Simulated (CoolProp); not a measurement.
Vapour-liquid equilibrium of acetone (1) + n-hexane (2) at 455.7 K; x and y are mole fractions of (1).

Computed with CoolProp (multi-fluid Helmholtz-energy mixture model, Lemmon 2006 and Thol 2019; pair parameters Bell 2016).

```
x     bubble pressure (MPa)  y at the bubble point  dew pressure at overall composition x (MPa)  liquid density (mol/L)
----  ---------------------  ---------------------  -------------------------------------------  ----------------------
0.05                  1.501                  0.106                                        1.424                   5.517
0.2                   1.826                  0.313                                        1.643                   5.735
0.35                  2.039                      ?                                        1.888                       ?
0.5                   2.174                  0.558                                        2.111                   6.472
0.65                  2.240                  0.666                                        2.235                   7.111
0.8                   2.233                      ?                                        2.226                   7.994
0.95                  2.131                  0.935                                        2.118                       ?
```

### Question
What belongs in the gaps?

### Answer

- 0.35, y at the bubble point: 0.447
- 0.35, liquid density (mol/L): 6.034
- 0.8, y at the bubble point: 0.784
- 0.95, liquid density (mol/L): 9.147

y crosses x between x = 0.65 and 0.8: the model has an azeotrope there.

Pair parameters are fitted to limited data, so mixtures are less certain than the pure fluids.
